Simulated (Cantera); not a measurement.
An adiabatic, constant-volume homogeneous reactor starts with CO : H₂ : CH₄ : O₂ : N₂ : H₂O = 1 : 0.072 : 0.31 : 1.41 : 7.47 : 0.46 (molar parts), at 1625 K and 5.00 bar. Integrator tolerance rtol = 1e-08.

Cantera simulation using GRI-Mech 3.0 (53 species, 325 reactions); the numbers are that mechanism's predictions, not measurements.

Task: What does this change do: initial temperature 1625 to 1450 K?

Result: 
```csv
quantity,before,after
time of steepest temperature rise,51.4 µs,0.171 ms
temperature at 6.00 s,2811 K,2741 K
equilibrium temperature,2811 K,2741 K
x(CO) at 6.00 s,0.0301 (gas-phase equilibrium 0.0301),0.0237 (gas-phase equilibrium 0.0237)
x(H₂) at 6.00 s,0.00445 (gas-phase equilibrium 0.00445),0.00346 (gas-phase equilibrium 0.00346)
x(CH₄) at 6.00 s,<1e-12 (gas-phase equilibrium <1e-12),<1e-12 (gas-phase equilibrium <1e-12)
x(NO) at 6.00 s,0.0136 (gas-phase equilibrium 0.0136),0.0119 (gas-phase equilibrium 0.0119)
x(C₂H) at 6.00 s,<1e-12 (gas-phase equilibrium <1e-12),<1e-12 (gas-phase equilibrium <1e-12)
```
